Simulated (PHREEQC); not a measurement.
## Spent oxide etchant: an equilibrium model

Dissolve 0.054 mol HF, 0.0047 mol H2SiF6, 0.0014 mol HBF4 and 8.7e-05 mol HNO3 per kg of water at 25 °C. It is in equilibrium with CO2 at log p = -3.4 (atm). Otherwise closed; pH follows from the charge balance.

Computed with PHREEQC (ion-association model, phreeqc.dat).

No solid was allowed to form.

**Question.** Estimate the pH, ionic strength.

**Answer.** pH 1.89; ionic strength 0.0191 mol/kgw.

**Question.** In which forms is F present?

**Answer.** HF 57 %, SiF6-2 32 %, BF4- 6.3 %, F- 3.4 %, HF2- 1.3 % of the F.

Species that the database lacks are ignored. SiF6-2 is the database's only silicon fluoride. Real BF4- forms and hydrolyses slowly; the run takes it at equilibrium.
